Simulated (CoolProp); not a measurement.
Saturation properties of R1234ze(E).

Computed with CoolProp (reference Helmholtz-energy equation of state, Thol 2016).

```json
[
 {"T (°C)": "-14.55", "p (bar)": "1.224", "enthalpy of vaporisation (kJ/kg)": "193.1", "vapour Z": "0.9522", "surface tension (mN/m)": "15.1", "liquid viscosity (µPa s)": "310"},
 {"T (°C)": "-6.35", "p (bar)": "1.703", "enthalpy of vaporisation (kJ/kg)": "188.1", "vapour Z": "0.9395", "surface tension (mN/m)": "13.7", "liquid viscosity (µPa s)": "278"},
 {"T (°C)": "1.75", "p (bar)": "2.309", "enthalpy of vaporisation (kJ/kg)": "183.1", "vapour Z": "0.9249", "surface tension (mN/m)": "12.3", "liquid viscosity (µPa s)": "251"},
 {"T (°C)": "9.95", "p (bar)": "3.078", "enthalpy of vaporisation (kJ/kg)": "177.7", "vapour Z": "0.9081", "surface tension (mN/m)": "11.1", "liquid viscosity (µPa s)": "226"},
 {"T (°C)": "18.15", "p (bar)": "4.031", "enthalpy of vaporisation (kJ/kg)": "172.0", "vapour Z": "0.8891", "surface tension (mN/m)": "9.89", "liquid viscosity (µPa s)": "204"},
 {"T (°C)": "26.35", "p (bar)": "5.192", "enthalpy of vaporisation (kJ/kg)": "165.9", "vapour Z": "0.8676", "surface tension (mN/m)": "8.74", "liquid viscosity (µPa s)": "185"},
 {"T (°C)": "34.55", "p (bar)": "6.590", "enthalpy of vaporisation (kJ/kg)": "159.4", "vapour Z": "0.8436", "surface tension (mN/m)": "7.63", "liquid viscosity (µPa s)": "167"},
 {"T (°C)": "42.75", "p (bar)": "8.254", "enthalpy of vaporisation (kJ/kg)": "152.4", "vapour Z": "0.8168", "surface tension (mN/m)": "6.57", "liquid viscosity (µPa s)": "151"},
 {"T (°C)": "50.95", "p (bar)": "10.22", "enthalpy of vaporisation (kJ/kg)": "144.8", "vapour Z": "0.7870", "surface tension (mN/m)": "5.55", "liquid viscosity (µPa s)": "136"},
 {"T (°C)": "59.15", "p (bar)": "12.51", "enthalpy of vaporisation (kJ/kg)": "136.4", "vapour Z": "0.7537", "surface tension (mN/m)": "4.57", "liquid viscosity (µPa s)": "123"},
 {"T (°C)": "67.35", "p (bar)": "15.17", "enthalpy of vaporisation (kJ/kg)": "127.1", "vapour Z": "0.7163", "surface tension (mN/m)": "3.64", "liquid viscosity (µPa s)": "111"},
 {"T (°C)": "75.55", "p (bar)": "18.23", "enthalpy of vaporisation (kJ/kg)": "116.6", "vapour Z": "0.6741", "surface tension (mN/m)": "2.75", "liquid viscosity (µPa s)": "98.9"},
 {"T (°C)": "83.65", "p (bar)": "21.70", "enthalpy of vaporisation (kJ/kg)": "104.5", "vapour Z": "0.6261", "surface tension (mN/m)": "1.94", "liquid viscosity (µPa s)": "88.0"},
 {"T (°C)": "91.85", "p (bar)": "25.71", "enthalpy of vaporisation (kJ/kg)": "89.77", "vapour Z": "0.5682", "surface tension (mN/m)": "1.19", "liquid viscosity (µPa s)": "77.3"}
]
```

It boils at -19.0 °C under 1 atm.

Viscosity comes from a separate model (Bell 2016), an estimate that may be off by 10 % or more. Surface tension comes from a separate correlation (Mulero 2014).
